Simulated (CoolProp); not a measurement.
Vapour-liquid equilibrium of CH2F2 (R32) (1) + R1234ze(E) (2) at -11.75 °C; x and y are mole fractions of (1).

Model: multi-fluid Helmholtz-energy mixture model, Tillner-Roth 1997 and Thol 2016; pair parameters Bell 2023, in CoolProp.

```csv
x,"bubble pressure, mixture model (bar)","bubble pressure, Raoult's law (bar)","y, mixture model","y, Raoult's law"
0.05,1.630,1.579,(withheld),0.174
0.2,(withheld),2.195,0.514,0.499
0.35,(withheld),2.811,0.678,0.682
0.5,(withheld),3.427,(withheld),0.800
0.65,4.169,4.043,0.857,0.881
0.8,4.716,4.659,(withheld),0.941
0.95,(withheld),5.275,(withheld),0.987
```

Q: What belongs in the gaps?

A: 
- 0.05, y, mixture model: 0.191
- 0.2, bubble pressure, mixture model (bar): 2.362
- 0.35, bubble pressure, mixture model (bar): 3.023
- 0.5, bubble pressure, mixture model (bar): 3.616
- 0.5, y, mixture model: 0.781
- 0.8, y, mixture model: 0.921
- 0.95, bubble pressure, mixture model (bar): 5.285
- 0.95, y, mixture model: 0.981

The largest gap from Raoult's law is +7.6 % in bubble pressure, at x = 0.2. No azeotrope shows between x = 0.05 and 0.95.

The pair parameters rest on a limited set of measurements; away from them the model extrapolates.
